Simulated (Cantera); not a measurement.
Charge: 1 mol Si, 0.97 mol H2O, 9 mol N2, held at 1848 K and 1.33 mbar.

Equilibrium computed with Cantera from the NASA thermochemical tables; the gas is ideal and each condensed phase is pure. Candidate condensed phases: H2O, Si, SiO2, Si2N2O, Si3N4; 35 gas species. The tables' values for SiN are old estimates; treat these amounts as uncertain. The numbers say what is thermodynamically allowed, not how fast it happens.

Base state: N2 0.819, SiO 0.0882, H2 0.0861, H 0.00426, Si 0.00259, SiN 3.30e-5, Si2N 2.77e-5, SiH 2.76e-5 (mole fractions); condensed: gas only.

Task: What changes in the equilibrium state with this change: Si replaced by SiC?

Result: 
| species | before | after |
|---|---|---|
| N2 | 0.819 | 0.819 |
| H2 | 0.0861 | 0.0861 |
| CO | 0 | 0.0450 |
| SiO | 0.0882 | 0.0433 |
| Si | 0.00259 | 0.00173 |
| HCN | 0 | 0.000166 |
| Si2C | 0 | 2.35e-5 |
| Si2N | 2.77e-5 | 1.24e-5 |
| SiC(s), mol | 0 | 0.504 |
Further candidate phases: C, C6H6, C7H8, C8H18, SiC.
